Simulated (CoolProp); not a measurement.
Properties of CH2F2 (R32) along the isotherm 435 K (Tc = 351.3 K, pc = 57.83 bar, ω = 0.277).

Values from CoolProp's reference Helmholtz-energy equation of state, Tillner-Roth 1997.

```
p (bar)          phase  cp (kJ/(kg K))  viscosity (µPa s)  conductivity (mW/(m K))
-------  -------------  --------------  -----------------  -----------------------
1.83               gas           1.051               19.2                     26.8
4.16               gas           1.061               19.2                     27.1
9.47               gas           1.085               19.2                     27.8
21.6               gas           1.146               19.3                     29.5
49.1               gas           1.319               19.9                     33.2
112      supercritical           1.970               24.7                     46.4
254      supercritical           2.036               53.5                     80.3
578      supercritical           1.663               90.1                      111
```

Viscosity comes from a separate model (Bell 2016), an estimate that may be off by 10 % or more. Thermal conductivity comes from a separate model (Huber 2003), an estimate that may be off by 10 % or more.
